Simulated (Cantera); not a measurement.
Input (Python, Cantera) and output of one run.

```python
import numpy as np
import cantera as ct

gas_names = [...]  # 110 gases of nasa_gas.yaml made of C, H, O
cond_names = """
    C(gr) C6H6(L) C7H8(L) C8H18(L),n-octa H2O(s) H2O(L)
""".split()


# ... load() reads the species with a 1 bar reference pressure and builds the phases ...
atoms = {
    'C2H2': {'C': 2, 'H': 2},
    'H2O': {'H': 2, 'O': 1},
    'H2': {'H': 2},
}
top_T = {'C(gr)': 4500}  # K; cautious upper limits of use, not melting points


# ... equilibrate(T, P, feed) seeds the gas with the atoms and calls Mixture.equilibrate('TP', solver="vcs", rtol=1e-11, max_steps=5000) ...
results = []
feed = {'C2H2': 1, 'H2O': 0.05, 'H2': 0.45}  # mol
T = 2150  # K
P = 110000  # Pa
mix = equilibrate(T, P, feed)
results.append((T, P, feed, dict(zip(mix.species_names, mix.species_moles))))
x = sorted(zip(gas.X, gas.species_names), reverse=True)
print(f"T = {T:g} K  P = {P:g} Pa  gas = {mix.phase_moles(0):.4g} mol")
print("   x: " + "  ".join(f"{s} {v:.3e}" for v, s in x if v > 1e-06))
print("   condensed (mol): " + ("  ".join(f"{mix.phase(i).name} {mix.phase_moles(i):.4g}"
      for i in range(1, mix.n_phases) if mix.phase_moles(i) > 1e-12) or "none"))
```

It prints:

```
T = 2150 K  P = 110000 Pa  gas = 1.553 mol
   x: H2 9.617e-01  CO 3.220e-02  H 3.943e-03  C2H2,acetylene 1.863e-03  CH4 2.987e-04  CH3 2.368e-05  C2H4 6.089e-06  H2O 2.295e-06  C4H2 1.465e-06
   condensed (mol): C(gr) 1.944
```

Method: chemical equilibrium by Gibbs-energy minimisation in Cantera with the NASA 1993 tables (ideal gas, pure condensed phases).
